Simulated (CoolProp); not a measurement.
R236FA along the isotherm 400 K: Z from the reference equation and from simpler models built on Tc = 398.1 K, pc = 3.191 MPa, ω = 0.377; each cubic takes its own stable root.

Values from CoolProp's reference Helmholtz-energy equation of state, Pan 2012.

```
p (MPa)          phase  reference
-------  -------------  ---------
0.0151             gas     0.9984
0.0236             gas     0.9975
0.0367             gas     0.9961
0.0571             gas     0.9939
0.089              gas     0.9904
0.139              gas     0.9850
0.216              gas     0.9765
0.336              gas     0.9631
0.523              gas     0.9418
0.814              gas     0.9073
1.27               gas     0.8492
1.97               gas     0.7461
3.07               gas     0.4886
4.79     supercritical     0.2414
```

Question: How far does each simpler model (Redlich-Kwong, Peng-Robinson) lie from the reference over these 14 states: mean and median of the absolute difference, and the worst?

Answer: 
- Redlich-Kwong: mean 1.9 %, median 0.1 %, worst +20.9 % at 400 K and 4.79 MPa
- Peng-Robinson: mean 1.2 %, median 0.3 %, worst +9.9 % at 400 K and 4.79 MPa
